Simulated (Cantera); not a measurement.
# Reactions in the system O-Pb-S

Standard-state values (1 bar) from the NASA 1993 polynomials, evaluated with Cantera. Values are per mole of reaction as written; species without (g) are pure solids or liquids, kept so even where they would boil at 1 bar.

O2(g) + PbS(g) → SO2(g) + Pb(g)

| T (K) | ΔH° (kJ) | ΔS° (J/K) | ΔG° (kJ) | log10 K |
|---|---|---|---|---|
| 300 | -233.4 | -33.0 | -223.5 | 38.92 |
| 2623 | -222.5 | -27.5 | -150.5 | 3.00 |
| 2673 | -222.0 | -27.3 | -149.1 | 2.91 |
| 2723 | -221.4 | -27.0 | -147.8 | 2.83 |
| 2773 | -220.8 | -26.8 | -146.4 | 2.76 |
| 2823 | -220.2 | -26.6 | -145.1 | 2.68 |
